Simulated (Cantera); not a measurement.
A perfectly stirred reactor is fed with NO : N₂ = 1 : 12 (molar parts), at 638 Torr; it is held at 1800 K, and followed from long to short residence time.

Cantera simulation using GRI-Mech 3.0 (53 species, 325 reactions); the numbers are that mechanism's predictions, not measurements.

Problem. Predict: x(NO) at τ = 3.30 s; x(O₂) at τ = 3.30 s; x(O) at τ = 3.30 s; x(NO₂) at τ = 3.30 s; x(N₂O) at τ = 3.30 s; x(NO) at τ = 15.0 ms; x(O₂) at τ = 15.0 ms; x(O) at τ = 15.0 ms; x(NO₂) at τ = 15.0 ms; x(N₂O) at τ = 15.0 ms.

Solution. 
- x(NO) at τ = 3.30 s = 0.0689
- x(O₂) at τ = 3.30 s = 0.00397
- x(O) at τ = 3.30 s = 9.29e-6
- x(NO₂) at τ = 3.30 s = 2.39e-5
- x(N₂O) at τ = 3.30 s = 2.03e-6
- x(NO) at τ = 15.0 ms = 0.0769
- x(O₂) at τ = 15.0 ms = 1.19e-5
- x(O) at τ = 15.0 ms = 3.26e-6
- x(NO₂) at τ = 15.0 ms = 8.96e-6
- x(N₂O) at τ = 15.0 ms = 2.20e-6
